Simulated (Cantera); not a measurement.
Feed: 1 mol B₂H₆, 29 mol N₂, at 1927 °C and 10000 Pa.

These are equilibrium values from Cantera (NASA tables, ideal gas, pure condensed phases), not measurements of a reactor. Candidate condensed phases: B, BN; 15 gas species. The feed counts by its element totals alone. The tables' values for BH₂ are old estimates; treat these amounts as uncertain. Kinetics and transport are ignored.

### Question
What is the equilibrium state?

### Answer
```json
{
  "x(N₂)": "0.901",
  "x(H₂)": "0.0938",
  "x(H)": "0.00545",
  "x(BH₂)": "1.74e-5",
  "x(B)": "3.84e-6",
  "n(BN(s))": "2.00 mol",
  "gas_amount": "31.09 mol",
  "log10 activity of B(s) (absent)": "-0.85"
}
```
